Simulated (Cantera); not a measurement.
A perfectly stirred reactor is fed with H2 : O2 : N2 : H2O = 1 : 0.61 : 3.24 : 0.25 (molar parts), equivalence ratio 0.82, at 0.410 bar; it is adiabatic with a 450 K inlet, and is followed from long to short residence time, starting on the burning branch (τ in s: 0.041, 0.022, 0.012, 0.0064, 0.0034, 0.0019, 0.001, 0.00054, 0.00029, 0.00016, 8.5e-05, 4.6e-05).

Cantera simulation using the H2/O2 subset of GRI-Mech 3.0, which has no nitrogen chemistry; the numbers are that mechanism's predictions, not measurements.

x: mole fraction; the columns are a selection and need not sum to one.

```tsv
τ (s)	T (K)	x H2	x O2	x H2O	x H2O2	x HO2
0.041	1863	0.00393	0.0245	0.264	1.32e-7	(withheld)
0.022	1841	0.00554	0.0250	0.261	1.70e-7	(withheld)
0.012	1812	0.00757	0.0258	0.258	2.21e-7	(withheld)
0.0064	1773	0.0101	0.0269	0.253	2.98e-7	(withheld)
0.0034	1722	0.0131	0.0284	0.247	4.21e-7	(withheld)
0.0019	1664	0.0161	0.0301	0.241	6.04e-7	(withheld)
0.0010	1588	0.0195	0.0324	0.234	9.38e-7	(withheld)
0.00054	1503	0.0230	0.0351	0.226	1.45e-6	(withheld)
0.00029	1406	0.0275	0.0387	0.217	2.15e-6	(withheld)
0.00016	1300	0.0361	0.0445	0.204	2.71e-6	(withheld)
8.5e-5	450	0.196	0.120	0.0490	<1e-12	<1e-12
4.6e-5	450	0.196	0.120	0.0490	<1e-12	<1e-12
```

Problem. What belongs in the gaps?

Solution. 
- 0.041, x HO2: 2.22e-6
- 0.022, x HO2: 2.98e-6
- 0.012, x HO2: 3.91e-6
- 0.0064, x HO2: 5.07e-6
- 0.0034, x HO2: 6.46e-6
- 0.0019, x HO2: 7.95e-6
- 0.0010, x HO2: 9.90e-6
- 0.00054, x HO2: 1.23e-5
- 0.00029, x HO2: 1.56e-5
- 0.00016, x HO2: 2.07e-5
